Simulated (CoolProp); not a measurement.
Vapour-liquid equilibrium of propylene (1) + 1-butene (2) at 252 K; x and y are mole fractions of (1).

Computed with CoolProp (multi-fluid Helmholtz-energy mixture model, Lemmon 2013 and Lemmon 2005; pair parameters Bell 2016).

Give the bubble pressure and the first vapour's composition at x = 0.15, 0.85, 0.95. Is there an azeotrope?

x = 0.15: 0.08939 MPa, y = 0.471; x = 0.85: 0.2561 MPa, y = 0.964; x = 0.95: 0.2809 MPa, y = 0.989. No azeotrope shows between x = 0.05 and 0.95.

Pair parameters are fitted to limited data, so mixtures are less certain than the pure fluids.
